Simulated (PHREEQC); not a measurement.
PHREEQC input (ion-association model, wateq4f.dat):

```
SOLUTION_MASTER_SPECIES
  An  An-  0  An  62.0  # stands for a non-complexing anion
SOLUTION_SPECIES
  An- = An-
    -log_k 0
    -gamma 3.0 0
  PO4-3 + 3H+ = H3PO4  # constants of phreeqc.dat
    -log_k 21.721
    -delta_h -10.1 kJ
PHASES
  Fix_H+
    H+ = H+
    -log_k 0
SOLUTION 1
  temp 25
  units mmol/kgw
  pH 7 charge
  P 0.00026
  Na 5.00026
  Cl 0.0028
  Mg 0.0014
  An 5
END
SELECTED_OUTPUT 1
  -reset false
  -pH true
  -pe true
  -ionic_strength true
  -water true
  -totals Cl Mg Na P
  -molalities Hfo_wOH Hfo_wOH2+ Hfo_wO- Hfo_sOH Hfo_sOH2+ Hfo_sO- Hfo_wOMg+ Hfo_wH2PO4 Hfo_wHPO4- Hfo_wPO4-2
  -saturation_indices Brucite Halite
USER_PUNCH 1
  -headings sigma psi
  10 PUNCH EDL("sigma", "Hfo"), EDL("psi", "Hfo")
PRINT
  -reset false
USE solution 1
SURFACE 1
  Hfo_wOH 0.000139326 600 0.062
  Hfo_sOH 3.48315e-06
EQUILIBRIUM_PHASES 1
  Fix_H+ -4 HAn 10
    -force_equality true
  O2(g) -0.68 10
END
# ... the last block is repeated for the other 16 points of pH, with NaOH or the acid as the point needs
```

Selected output (columns that matter, 12 of 17 rows; pH added in front):

```
pH	mu	Mg	Na	P	m_Hfo_wOH	m_Hfo_wOH2+	m_Hfo_wO-	m_Hfo_sOH	m_Hfo_sOH2+	m_Hfo_sO-	si_Brucite	si_Halite	sigma	psi
4	0.0051467	1.4e-06	0.0050003	2.2752e-12	6.7368e-05	7.0217e-05	1.4807e-06	1.6874e-06	1.7587e-06	3.7087e-08	-14.823	-9.5026	0.18192	0.19356
4.38	0.0050765	1.4e-06	0.0050003	2.7352e-12	8.0113e-05	5.6344e-05	2.6095e-06	2.0066e-06	1.4112e-06	6.536e-08	-14.062	-9.5022	0.14196	0.18119
5.12	0.0050283	1.4e-06	0.0050003	5.2426e-12	9.6429e-05	3.6858e-05	5.7795e-06	2.4152e-06	9.2316e-07	1.4476e-07	-12.581	-9.5019	0.081615	0.15308
5.5	0.0050193	1.4e-06	0.0050003	8.4059e-12	0.000101	3.0368e-05	7.6956e-06	2.5298e-06	7.6063e-07	1.9275e-07	-11.821	-9.5019	0.059223	0.13676
6.25	0.0050107	1.3999e-06	0.0050003	2.9258e-11	0.00010524	2.2593e-05	1.1231e-05	2.636e-06	5.6588e-07	2.8129e-07	-10.321	-9.5018	0.029094	0.10105
6.62	0.0050085	1.3995e-06	0.0050003	6.6105e-11	0.00010603	2.0418e-05	1.2614e-05	2.6558e-06	5.1141e-07	3.1595e-07	-9.5812	-9.5018	0.019618	0.081956
7.38	0.0050059	1.3864e-06	0.0050003	6.4247e-10	0.00010662	1.7794e-05	1.4636e-05	2.6708e-06	4.4571e-07	3.6663e-07	-8.0653	-9.5018	0.007279	0.040675
7.75	0.0050049	1.3313e-06	0.0050003	2.5841e-09	0.00010667	1.6971e-05	1.5359e-05	2.673e-06	4.2527e-07	3.8488e-07	-7.3429	-9.5018	0.0033153	0.020014
8.5	0.0050076	5.6939e-07	0.0050066	4.7789e-08	0.00010611	1.5184e-05	1.6987e-05	2.6728e-06	3.8247e-07	4.2789e-07	-6.2122	-9.5012	-0.0035989	-0.02163
8.88	0.005013	1.5864e-07	0.0050139	1.3821e-07	0.00010572	1.4177e-05	1.8062e-05	2.6692e-06	3.5792e-07	4.5602e-07	-6.0078	-9.5006	-0.0076678	-0.042439
9.62	0.0050524	6.9991e-09	0.005056	2.504e-07	0.00010495	1.2082e-05	2.0886e-05	2.6506e-06	3.0513e-07	5.2747e-07	-5.8883	-9.4972	-0.019845	-0.082294
10	0.0051175	1.4114e-09	0.005123	2.5791e-07	0.00010402	1.0662e-05	2.3246e-05	2.6268e-06	2.6927e-07	5.8706e-07	-5.8323	-9.4919	-0.029847	-0.10179
```

H3PO4, which wateq4f.dat lacks, is added to it with the constant of phreeqc.dat.
